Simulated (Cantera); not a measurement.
Cantera run:

```python
import numpy as np
import cantera as ct

gas_names = [...]  # 92 gases of nasa_gas.yaml made of C, H, N
cond_names = """
    C(gr) C6H6(L) C7H8(L) C8H18(L),n-octa
""".split()


# ... load() reads the species with a 1 bar reference pressure and builds the phases ...
atoms = {
    'C': {'C': 1},
    'NH3': {'N': 1, 'H': 3},
    'H2': {'H': 2},
}
top_T = {'C(gr)': 4500}  # K; cautious upper limits of use, not melting points


# ... equilibrate(T, P, feed) seeds the gas with the atoms and calls Mixture.equilibrate('TP', solver="vcs", rtol=1e-11, max_steps=5000) ...
results = []
feed = {'C': 1, 'NH3': 2.9, 'H2': 10}  # mol
T = 1550  # K
P = 133.322  # Pa
mix = equilibrate(T, P, feed)
results.append((T, P, feed, dict(zip(mix.species_names, mix.species_moles))))
x = sorted(zip(gas.X, gas.species_names), reverse=True)
print(f"T = {T:g} K  P = {P:g} Pa  gas = {mix.phase_moles(0):.4g} mol")
print("   x: " + "  ".join(f"{s} {v:.3e}" for v, s in x if v > 1e-05))
print("   condensed (mol): " + ("  ".join(f"{mix.phase(i).name} {mix.phase_moles(i):.4g}"
      for i in range(1, mix.n_phases) if mix.phase_moles(i) > 1e-12) or "none"))
```

Result:

```
T = 1550 K  P = 133.322 Pa  gas = 15.81 mol
   x: H2 9.072e-01  N2 9.152e-02  H 8.216e-04  HCN 4.285e-04  C2H2,acetylene 1.456e-05
   condensed (mol): C(gr) 0.9926
```

These are equilibrium values from Cantera (NASA tables, ideal gas, pure condensed phases), not measurements of a reactor.
